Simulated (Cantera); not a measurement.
A Cantera script and its output.

```python
import numpy as np
import cantera as ct

surf = ct.Interface("ptcombust.yaml", "Pt_surf")
gas = surf.adjacent["gas"]
gas.TPX = 300, 19000, {'CH4': 0.013, 'O2': 0.061, 'N2': 0.79}
jet = ct.ImpingingJet(gas=gas, width=0.054, surface=surf)
jet.inlet.mdot, jet.inlet.T, jet.inlet.X = 0.14, 300, {'CH4': 0.013, 'O2': 0.061, 'N2': 0.79}
jet.set_refine_criteria(ratio=10, slope=0.2, curve=0.3)
show, cover = ['CH4', 'O2', 'H2O', 'OH', 'CO', 'CO2'], ["PT(S)", "H(S)", "O(S)", "OH(S)", "CO(S)", "C(S)"]

rows = []
print(f"{'Ts/K':>7s}" + "".join(f"{s:>11s}" for s in show + cover) + "   (gas at the wall, coverages)")
for i, Ts in enumerate([950, 1000, 1050, 1100, 1150, 1200]):
    jet.surface.T = Ts
    if i == 0:
        surf.TP = Ts, 19000
        surf.coverages = "PT(S):0.5, O(S):0.5"
        surf.advance_coverages(1.0)
        jet.set_initial_guess(products="inlet")
    jet.solve(loglevel=0, auto=(i == 0))
    rows.append([*(jet.X[gas.species_index(s), -1] for s in show), *surf[cover].coverages])
    print(f"{Ts:7g}" + "".join(f"{x:11.3e}" for x in rows[-1]))
```

Result:

```
   Ts/K        CH4         O2        H2O         OH         CO        CO2      PT(S)       H(S)       O(S)      OH(S)      CO(S)       C(S)   (gas at the wall, coverages)
    950  6.377e-03  5.225e-02  1.612e-02  4.968e-08  3.329e-06  1.055e-02  2.641e-01  1.900e-07  7.345e-01  1.323e-03  6.015e-06  2.878e-08
   1000  4.584e-03  4.847e-02  1.941e-02  1.339e-07  3.242e-06  1.271e-02  3.349e-01  4.060e-07  6.638e-01  1.293e-03  4.142e-06  2.589e-08
   1050  3.389e-03  4.596e-02  2.157e-02  3.204e-07  3.198e-06  1.415e-02  4.048e-01  7.605e-07  5.940e-01  1.199e-03  2.835e-06  2.255e-08
   1100  2.597e-03  4.432e-02  2.298e-02  6.941e-07  3.224e-06  1.508e-02  4.729e-01  1.305e-06  5.260e-01  1.080e-03  1.983e-06  1.965e-08
   1150  2.061e-03  4.322e-02  2.391e-02  1.385e-06  3.346e-06  1.569e-02  5.380e-01  2.101e-06  4.610e-01  9.562e-04  1.434e-06  1.737e-08
   1200  1.692e-03  4.251e-02  2.451e-02  2.584e-06  3.578e-06  1.608e-02  5.988e-01  3.207e-06  4.004e-01  8.364e-04  1.074e-06  1.563e-08
```

Computed with Cantera and Deutschmann's 1995 Pt surface mechanism with GRI-Mech 3.0 gas chemistry. Catalytic surfaces can have several steady states; this one follows from the mechanism file's or the stated starting coverage.
